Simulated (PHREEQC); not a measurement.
Make-up at 60 °C: 0.18 mol/kgw HF, 0.0037 mol/kgw NH4HF2, 0.0012 mol/kgw H2SiF6 and 0.00057 mol/kgw H3PO4. Closed to the air; pH follows from the charge balance.

All values are PHREEQC results (ion-association model, wateq4f.dat), not measurements.

Task: The ionic strength comes out as 0.0145 mol/kgw. What activity coefficients do H2PO4-, SiF6-2, HF2-, F-, H+ get?

Result: H2PO4- 0.88, SiF6-2 0.60, HF2- 0.87, F- 0.87, H+ 0.90.

No solid was allowed to form. wateq4f.dat counts part of the HF as a dimer, H2F2, which phreeqc.dat doesn't know; its constant is uncertain. H3PO4, which wateq4f.dat lacks, is added to it with the constant of phreeqc.dat. Constants without temperature data keep their 25 °C values here. SiF6-2 is the database's only silicon fluoride.
